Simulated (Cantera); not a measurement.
## Thermodynamics of carbon deposition, reforming and gasification, feed n-butane + H2O + H2

Feed: 1 mol n-butane, 0.095 mol H2O, 41 mol H2, at 6.10 mbar.

Equilibrium computed with Cantera from the NASA thermochemical tables; the gas is ideal and each condensed phase is pure. Candidate condensed phases: C, C6H6, C7H8, C8H18, H2O; 110 gas species. Rates play no part.

```json
[
 {"T (K)": "725", "log p H2": "-2.23", "log p CH4": "-3.75", "log p CO": "-5.22", "log p H2O": "-5.17", "log p H": "-14.14", "log p C2H2 (acetylene)": "<-14", "log p CO2": "-7.28", "log p CH3": "<-14", "n C(graphite)": "2.64"},
 {"T (K)": "875", "log p H2": "-2.22", "log p CH4": "-4.79", "log p CO": "-4.91", "log p H2O": "-6.52", "log p H": "-11.41", "log p C2H2 (acetylene)": "-12.84", "log p CO2": "-8.79", "log p CH3": "-12.79", "n C(graphite)": "3.79"},
 {"T (K)": "1025", "log p H2": "-2.22", "log p CH4": "-5.57", "log p CO": "-4.90", "log p H2O": "-7.69", "log p H": "-9.47", "log p C2H2 (acetylene)": "-10.87", "log p CO2": "-10.27", "log p CH3": "-11.57", "n C(graphite)": "3.88"},
 {"T (K)": "1175", "log p H2": "-2.22", "log p CH4": "-6.15", "log p CO": "-4.90", "log p H2O": "-8.58", "log p H": "-8.02", "log p C2H2 (acetylene)": "-9.41", "log p CO2": "-11.37", "log p CH3": "-10.68", "n C(graphite)": "3.90"},
 {"T (K)": "1325", "log p H2": "-2.22", "log p CH4": "-6.60", "log p CO": "-4.90", "log p H2O": "-9.26", "log p H": "-6.89", "log p C2H2 (acetylene)": "-8.29", "log p CO2": "-12.22", "log p CH3": "-9.99", "n C(graphite)": "3.90"},
 {"T (K)": "1475", "log p H2": "-2.22", "log p CH4": "-6.97", "log p CO": "-4.90", "log p H2O": "-9.80", "log p H": "-5.99", "log p C2H2 (acetylene)": "-7.39", "log p CO2": "-12.88", "log p CH3": "-9.44", "n C(graphite)": "3.90"},
 {"T (K)": "1625", "log p H2": "-2.22", "log p CH4": "-7.26", "log p CO": "-4.90", "log p H2O": "-10.24", "log p H": "-5.26", "log p C2H2 (acetylene)": "-6.66", "log p CO2": "-13.42", "log p CH3": "-9.00", "n C(graphite)": "3.90"}
]
```
log p: log10 of the partial pressure in bar; n: condensed amount in mol.

From 725 K to 1625 K the condensed part is C(graphite). The main C-bearing gas is CH4 at 725 K and CO at 1625 K.
